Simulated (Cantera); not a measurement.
A closed system holds: 1 mol Si₃H₈, 0.54 mol HCl, 15 mol N₂, at 802 °C and 0.133 bar.

Cantera equilibrium calculation (NASA polynomials, part measured and part estimated; ideal gas, pure solids and liquids). Candidate condensed phases: NH₄Cl, Si, Si₃N₄; 28 gas species. The feed counts by its element totals alone. N₂ is the only nitrogen source here; it is nearly inert below about 1500 K, so the nitride shown seldom forms there in practice. The numbers say what is thermodynamically allowed, not how fast it happens.

Base state: N₂ 0.741, H₂ 0.228, HCl 0.0308 (mole fractions); condensed: Si₃N₄(s).

Question: What changes in the equilibrium state with this change: Si₃H₈ replaced by SiCl₄?

Answer: 
```tsv
species	before	after
N₂	0.741	0.907
SiCl₄	2.45e-6	0.0605
HCl	0.0308	0.0326
H₂	0.228	4.15e-7
Si₃N₄(s), mol	1.000	0
```
